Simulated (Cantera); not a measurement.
Cantera run:

```python
import numpy as np
import cantera as ct

gas_names = """
    H HO2 H2 H2O H2O2 O OH O2 O3 Si SiH SiH2 SiH3 SiH4 SiO SiO2 Si2 Si3
""".split()
cond_names = """
    H2O(s) H2O(L) Si(cr) Si(L) SiO2(Lqz) SiO2(hqz) SiO2(L)
""".split()


# ... load() reads the species with a 1 bar reference pressure and builds the phases ...
atoms = {
    'SiO2': {'Si': 1, 'O': 2},
    'H2': {'H': 2},
    'H2O': {'H': 2, 'O': 1},
}
top_T = {}  # K; cautious upper limits of use, not melting points


# ... equilibrate(T, P, feed) seeds the gas with the atoms and calls Mixture.equilibrate('TP', solver="vcs", rtol=1e-11, max_steps=5000) ...
results = []
feed = {'SiO2': 1, 'H2': 68, 'H2O': 2}  # mol
T = 2223.15  # K
P = 1000  # Pa
mix = equilibrate(T, P, feed)
results.append((T, P, feed, dict(zip(mix.species_names, mix.species_moles))))
x = sorted(zip(gas.X, gas.species_names), reverse=True)
print(f"T = {T:g} K  P = {P:g} Pa  gas = {mix.phase_moles(0):.4g} mol")
print("   x: " + "  ".join(f"{s} {v:.3e}" for v, s in x if v > 0.001))
print("   condensed (mol): " + ("  ".join(f"{mix.phase(i).name} {mix.phase_moles(i):.4g}"
      for i in range(1, mix.n_phases) if mix.phase_moles(i) > 1e-12) or "none"))
```

It prints:

```
T = 2223.15 K  P = 1000 Pa  gas = 73.22 mol
   x: H2 8.851e-01  H 6.032e-02  H2O 4.055e-02  SiO 1.365e-02
   condensed (mol): none
```

Method: chemical equilibrium by Gibbs-energy minimisation in Cantera with the NASA 1993 tables (ideal gas, pure condensed phases).
